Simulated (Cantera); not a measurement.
An adiabatic, constant-pressure homogeneous reactor starts with CH₄ : CO : O₂ : N₂ : H₂O = 1 : 0.068 : 1.45 : 5.46 : 1.3 (molar parts), equivalence ratio 1.4, at 1000 K and 0.340 bar. Integrator tolerance rtol = 1e-08.

Computed with Cantera and GRI-Mech 3.0 (53 species, 325 reactions).

Problem. What does this change do: pressure from 0.340 bar to 5.00 bar?

Solution. 
| quantity | before | after |
|---|---|---|
| time of steepest temperature rise | 5.62 s | 0.277 s |
| temperature at 9.00 s | 2265 K | 2294 K |
| equilibrium temperature | 2265 K | 2294 K |
| x(CH₄) at 9.00 s | <1e-12 (gas-phase equilibrium <1e-12) | 9.02e-12 (gas-phase equilibrium 1.03e-11) |
| x(CO) at 9.00 s | 0.0591 (gas-phase equilibrium 0.0591) | 0.0593 (gas-phase equilibrium 0.0593) |
| x(O₂) at 9.00 s | 0.000179 (gas-phase equilibrium 0.000179) | 1.75e-5 (gas-phase equilibrium 1.75e-5) |
| x(H₂) at 9.00 s | 0.0596 (gas-phase equilibrium 0.0596) | 0.0594 (gas-phase equilibrium 0.0594) |
| x(HCO) at 9.00 s | 1.42e-8 (gas-phase equilibrium 1.42e-8) | 6.05e-8 (gas-phase equilibrium 6.05e-8) |
| x(C₂H₆) at 9.00 s | <1e-12 (gas-phase equilibrium <1e-12) | <1e-12 (gas-phase equilibrium <1e-12) |

Problem. What does this change do: H2O 1.3 to 0.62 parts?

Solution. 
| quantity | before | after |
|---|---|---|
| time of steepest temperature rise | 5.62 s | 5.02 s |
| temperature at 9.00 s | 2265 K | 2351 K |
| equilibrium temperature | 2265 K | 2351 K |
| x(CH₄) at 9.00 s | <1e-12 (gas-phase equilibrium <1e-12) | <1e-12 (gas-phase equilibrium <1e-12) |
| x(CO) at 9.00 s | 0.0591 (gas-phase equilibrium 0.0591) | 0.0697 (gas-phase equilibrium 0.0697) |
| x(O₂) at 9.00 s | 0.000179 (gas-phase equilibrium 0.000179) | 0.000335 (gas-phase equilibrium 0.000335) |
| x(H₂) at 9.00 s | 0.0596 (gas-phase equilibrium 0.0596) | 0.0580 (gas-phase equilibrium 0.0580) |
| x(HCO) at 9.00 s | 1.42e-8 (gas-phase equilibrium 1.42e-8) | 2.22e-8 (gas-phase equilibrium 2.22e-8) |
| x(C₂H₆) at 9.00 s | <1e-12 (gas-phase equilibrium <1e-12) | <1e-12 (gas-phase equilibrium <1e-12) |
